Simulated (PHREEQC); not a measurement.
Dissolve 0.076 mol NaHCO3 per kg of water at 25 °C. Closed to the air; pH follows from the charge balance.

Equilibrium calculation in PHREEQC: ion-association model, wateq4f.dat.

Each row changes one thing in this solution. No solid was allowed to form.

```csv
case,pH,ionic strength (mol/kgw),HCO3- (mol/kgw),NaHCO3 (mol/kgw),CO2 (mol/kgw),CO3-2 (mol/kgw),SI of Nahcolite (NaHCO3),SI of Natron (Na2CO3:10H2O)
as made,8.05,0.0744,0.0718,0.00189,0.00114,0.000724,-1.92,-4.67
NaHCO3 from 0.076 to 0.0152 mol/kgw,8.20,0.0152,0.0147,9.78e-5,0.000185,0.000156,-3.21,-6.45
diluted 10-fold with water,8.24,0.00764,0.00740,2.63e-5,8.79e-5,7.83e-5,-3.78,-7.27
NaHCO3 from 0.076 to 0.038 mol/kgw,8.12,0.0377,0.0364,0.000537,0.000514,0.000379,-2.47,-5.42
NaHCO3 from 0.076 to 0.76 mol/kgw,7.69,0.657,0.631,0.0951,0.0172,0.00469,-0.16,-2.47
```
